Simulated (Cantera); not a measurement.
An adiabatic, constant-volume homogeneous reactor starts with C₃H₈ : O₂ : N₂ = 1 : 2.27 : 13 (molar parts), at 1450 K and 5.00 bar.

Detailed kinetics in Cantera: GRI-Mech 3.0 (53 species, 325 reactions). GRI-Mech 3.0 was tuned for natural gas; its chemistry of propane as a main component is partial and can be far from experiment.

**Question.** Predict: time of steepest temperature rise; temperature at 0.300 s; equilibrium temperature; x(O₂) at 0.300 s; x(CH₂O) at 0.300 s; x(CO₂) at 0.300 s; x(CO) at 0.300 s; x(OH) at 0.300 s.

**Answer.** 
| Quantity | Result |
|---|---|
| time of steepest temperature rise | 68.1 µs |
| temperature at 0.300 s | 2553 K |
| equilibrium temperature | 2553 K |
| x(O₂) at 0.300 s | 1.34e-6 (gas-phase equilibrium 1.34e-6) |
| x(CH₂O) at 0.300 s | 7.97e-8 (gas-phase equilibrium 7.97e-8) |
| x(CO₂) at 0.300 s | 0.0109 (gas-phase equilibrium 0.0109) |
| x(CO) at 0.300 s | 0.139 (gas-phase equilibrium 0.139) |
| x(OH) at 0.300 s | 0.000382 (gas-phase equilibrium 0.000382) |
